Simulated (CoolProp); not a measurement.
The fluid at 293.15 K and 6.93 MPa flows at 2.8 m/s in a round tube of 4.6 mm bore and 1.5 µm roughness, fully developed (64/Re and Nu = 3.66 if laminar; Colebrook and Gnielinski if turbulent). The same conditions are run with several fluids, on thermodynamics alone (safety and materials aside).

Computed with CoolProp (reference Helmholtz-energy equation of state of each fluid (methanol: de Reuck 1993; toluene: Lemmon 2006; propane: Lemmon 2009; n-butane: Bücker 2006; o-xylene: Zhou 2012)).

Problem. Rank methanol, toluene, propane, n-butane, o-xylene by Reynolds number, highest first.

Solution. propane (58400), n-butane (41900), toluene (18100), methanol (16800), o-xylene (13200)

```csv
fluid,Darcy friction factor,pressure drop (Pa/m),heat-transfer coefficient (W/(m² K)),mass flow (kg/h)
methanol,0.0276,18800,5850,134
toluene,0.0272,20200,4150,146
propane,0.0214,9390,5830,86.3
n-butane,0.0228,11400,5470,98.6
o-xylene,0.0293,22100,3590,148
```

Transport values come from each fluid's own correlations.
